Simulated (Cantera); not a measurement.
A freely propagating, adiabatic, planar premixed flame of H₂ : O₂ : N₂ = 1 : 0.649 : 2.44 (molar parts), equivalence ratio 0.77, unburnt at 575 K and 100.0 Torr; mixture-averaged transport, grid criteria slope 0.08 and curve 0.16, no radiation.

Model: the H2/O2 subset of GRI-Mech 3.0, which has no nitrogen chemistry, integrated in Cantera. Burning velocities carry a grid error of a few per cent, more on coarse grids.

### Question
How do the results move with these cheaper or finer settings: unity-Lewis-number transport; multicomponent transport; multicomponent+Soret transport; grid criteria slope 0.5, curve 1; grid criteria slope 0.25, curve 0.5; grid criteria slope 0.03, curve 0.06?

### Answer
| setting | laminar burning velocity | thermal thickness | peak x(O) | peak x(H₂O₂) | grid points |
|---|---|---|---|---|---|
| as above | 473 cm/s | 6.36 mm | 0.0173 | 1.54e-6 | 132 |
| unity-Lewis-number transport | 310 cm/s | 4.47 mm | 0.0179 | 1.05e-6 | 134 |
| multicomponent transport | 465 cm/s | 6.31 mm | 0.0173 | 1.56e-6 | 132 |
| multicomponent+Soret transport | 445 cm/s | 6.23 mm | 0.0172 | 1.62e-6 | 135 |
| grid criteria slope 0.5, curve 1 | 628 cm/s | 9.13 mm | 0.0176 | 1.16e-6 | 42 |
| grid criteria slope 0.25, curve 0.5 | 524 cm/s | 7.15 mm | 0.0177 | 1.36e-6 | 71 |
| grid criteria slope 0.03, curve 0.06 | 462 cm/s | 6.16 mm | 0.0173 | 1.58e-6 | 280 |
The base run took around 1.5 core-seconds (rough).
Unity Lewis numbers drop preferential diffusion, which matters most where H2 and H carry the flame; Soret adds thermal diffusion.
